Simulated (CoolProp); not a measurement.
A simple Rankine cycle with the fluoroketone C6F12O (FK-5-1-12): condensing at 322.15 K, boiler at 0.37 MPa, turbine inlet 405.7 K, turbine efficiency 0.85, pump efficiency 0.7, no recuperator. Each further row changes one setting.

Model: reference Helmholtz-energy equation of state, McLinden 2015, in CoolProp.

| case | thermal efficiency (%) | net work (kJ/kg) | heat in (kJ/kg) | turbine exit temperature (K) | volume ratio over the turbine |
|---|---|---|---|---|---|
| as stated | 6.5 | 10.6 | 163 | 391.3 | 3.81 |
| turbine inlet 425.7 K | 6.2 | 11.3 | 183 | 411.3 | 3.76 |
| condensing temperature 314.15 K | 7.6 | 13.0 | 171 | 388.4 | 5.08 |
| boiler pressure 0.259 MPa | 4.8 | 7.87 | 164 | 395.6 | 2.61 |
| turbine efficiency 0.75 | 5.7 | 9.31 | 163 | 392.6 | 3.83 |
